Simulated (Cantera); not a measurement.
## TEOS + O3 (silicon oxide and oxynitride deposition)

Input: 1 mol TEOS, 0.37 mol O3, equilibrated at 2000 K.

Method: chemical equilibrium by Gibbs-energy minimisation in Cantera with the NASA 1993 tables (ideal gas, pure condensed phases). Candidate condensed phases: C, C6H6, C7H8, C8H18, H2O, Si, SiC, SiO2; 123 gas species. The feed counts by its element totals alone. Rates play no part.

```csv
P (Pa),x H2,x CO,x H,x Si,x SiO,x SiC2,x Si2C,n C(graphite),n SiC(s)
5,0.493,0.291,0.162,0.0477,0.00271,0.00198,0.00131,2.79,0.0379
17,0.573,0.314,0.0944,0.0140,0.00293,0.000581,0.000385,2.20,0.703
59,0.615,0.325,0.0525,0.00405,0.00302,0.000168,0.000111,2.03,0.883
210,0.637,0.330,0.0283,0.00114,0.00307,4.71e-5,3.12e-5,1.99,0.933
710,0.648,0.332,0.0155,0.000336,0.00309,1.39e-5,9.22e-6,1.97,0.947
2400,0.654,0.334,0.00849,9.95e-5,0.00311,4.12e-6,2.73e-6,1.97,0.951
8400,0.657,0.334,0.00455,2.84e-5,0.00311,1.18e-6,7.79e-7,1.97,0.952
29000,0.659,0.335,0.00245,8.23e-6,0.00312,3.41e-7,2.26e-7,1.97,0.953
100000,0.660,0.335,0.00132,2.39e-6,0.00312,9.88e-8,6.54e-8,1.97,0.953
```
x: gas mole fraction; n: condensed amount in mol.

From 5.00 Pa to 100000 Pa the condensed part is C(graphite) + SiC(s). The main Si-bearing gas is Si at 5.00 Pa and SiO at 100000 Pa.
